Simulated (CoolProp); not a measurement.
A single-stage vapour-compression cycle with the fluid: evaporating at 325.15 K (dew point), condensing at 351.15 K (bubble point), superheat 2 K, subcooling 2 K, compressor efficiency 0.9, no pressure losses. The same conditions are run with several fluids, on thermodynamics alone (safety and materials aside).

Model: reference Helmholtz-energy equation of state of each fluid (neopentane: Lemmon 2006; fluoroethane (R161): Wu 2012; R152A: Outcalt 1996; R11: Jacobsen 1992; propane: Lemmon 2009; toluene: Lemmon 2006), in CoolProp.

```tsv
fluid	cooling COP	pressure ratio	discharge temperature (K)	refrigerating effect (kJ/kg)	volumetric capacity (kJ/m³)
neopentane	9.63	(withheld)	351.1	(withheld)	2470
fluoroethane (R161)	8.76	1.74	362.3	226	(withheld)
R152A	9.24	1.81	360.4	196	(withheld)
R11	(withheld)	1.99	(withheld)	149	2020
propane	8.13	1.69	357.4	205	(withheld)
toluene	(withheld)	2.71	354.0	355	163
```

Some entries are withheld; supply them.


- neopentane, pressure ratio: 1.88
- neopentane, refrigerating effect (kJ/kg): 222
- fluoroethane (R161), volumetric capacity (kJ/m³): 9760
- R152A, volumetric capacity (kJ/m³): 7540
- R11, cooling COP: 10.4
- R11, discharge temperature (K): 355.8
- propane, volumetric capacity (kJ/m³): 8180
- toluene, cooling COP: 10.6

The compression ends wet for: neopentane.
